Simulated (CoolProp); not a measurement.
Vapour-liquid equilibrium of CH2F2 (R32) (1) + R227EA (2) at 256.5 K; x and y are mole fractions of (1).

Computed with CoolProp (multi-fluid Helmholtz-energy mixture model, Tillner-Roth 1997 and Lemmon 2016; pair parameters Bell 2016).

```tsv
x	bubble pressure, mixture model (kPa)	bubble pressure, Raoult's law (kPa)	y, mixture model	y, Raoult's law
0.05	122.1	118.0	0.213	0.195
0.2	190.5	171.9	0.561	0.535
0.35	254.4	225.9	0.720	0.712
0.5	309.7	279.8	0.811	0.821
0.65	357.3	333.7	0.873	0.895
0.8	401.0	387.7	0.926	0.948
0.95	444.6	441.6	0.980	0.989
```

The largest gap from Raoult's law is +12.6 % in bubble pressure, at x = 0.35. No azeotrope shows between x = 0.05 and 0.95.

Pair parameters are fitted to limited data, so mixtures are less certain than the pure fluids.
